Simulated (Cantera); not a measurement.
Cantera run:

```python
import numpy as np
import cantera as ct

gas_names = """
    CL CLO CL2 O O2 O3 Ti TiCL TiCL2 TiCL3 TiCL4 TiO TiOCL TiOCL2 TiO2
""".split()
cond_names = """
    Ti(a) Ti(b) Ti(L) TiCL2(s) TiCL3(s) TiCL4(L) TiO(a) TiO(b) TiO(L) TiO2(ru) TiO2(L) Ti2O3(a) Ti2O3(b)
    Ti2O3(L) Ti3O5(a) Ti3O5(b) Ti3O5(L) Ti4O7(s) Ti4O7(L)
""".split()


# ... load() reads the species with a 1 bar reference pressure and builds the phases ...
atoms = {
    'TiCl4': {'Ti': 1, 'CL': 4},
    'O2': {'O': 2},
}
top_T = {'TiCL2(s)': 1300, 'TiCL3(s)': 1000}  # K; cautious upper limits of use, not melting points


# ... equilibrate(T, P, feed) seeds the gas with the atoms and calls Mixture.equilibrate('TP', solver="vcs", rtol=1e-11, max_steps=5000) ...
results = []
feed = {'TiCl4': 1, 'O2': 0.49}  # mol
P = 4900  # Pa
for T in [1375, 1425, 1475, 1525, 1575, 1625, 1675, 1725, 1775, 1825, 1875, 1925, 1975, 2025]:
    mix = equilibrate(T, P, feed)
    results.append((T, P, feed, dict(zip(mix.species_names, mix.species_moles))))

top = {s: max(r[3][s] / sum(r[3][g] for g in gas_names) for r in results) for s in gas_names}
cols = sorted((s for s in top if top[s] > 0.0001), key=lambda s: -top[s])[:5]
seen = [c for c in cond_names if any(r[3].get(c, 0) > 1e-12 for r in results)]
print("log10 of partial pressures in bar; condensed amounts in mol")
print(f"{'T/K':>10s}" + "".join(f"{s[:9]:>10s}" for s in cols + seen))
for T, P, feed, n in results:
    ng = sum(n[g] for g in gas_names)
    print(f"{T:10.4g}" + "".join(f"{np.log10(max(n[s] / ng * P / 1e5, 1e-99)):10.3f}" for s in cols)
          + "".join(f"{n.get(c, 0):10.4g}" for c in seen))
```

Output:

```
log10 of partial pressures in bar; condensed amounts in mol
       T/K        CL       CL2     TiCL4     TiCL3    TiOCL2  TiO2(ru)
      1375    -2.401    -1.539    -1.793    -5.830    -6.696    0.4897
      1425    -2.245    -1.561    -1.801    -5.533    -6.301    0.4895
      1475    -2.103    -1.591    -1.811    -5.254    -5.935    0.4893
      1525    -1.977    -1.630    -1.824    -4.992    -5.595     0.489
      1575    -1.865    -1.681    -1.840    -4.743    -5.279    0.4886
      1625    -1.768    -1.745    -1.858    -4.505    -4.985    0.4882
      1675    -1.686    -1.823    -1.879    -4.276    -4.711    0.4878
      1725    -1.618    -1.915    -1.901    -4.053    -4.454    0.4874
      1775    -1.563    -2.022    -1.924    -3.835    -4.213    0.4869
      1825    -1.521    -2.142    -1.947    -3.622    -3.986    0.4862
      1875    -1.490    -2.273    -1.971    -3.414    -3.774    0.4849
      1925    -1.467    -2.410    -1.998    -3.213    -3.574    0.4827
      1975    -1.450    -2.552    -2.030    -3.025    -3.389    0.4792
      2025    -1.438    -2.694    -2.071    -2.852    -3.218    0.4742
```

Method: chemical equilibrium by Gibbs-energy minimisation in Cantera with the NASA 1993 tables (ideal gas, pure condensed phases). The tables' values for TiCl2 are old estimates; treat these amounts as uncertain.
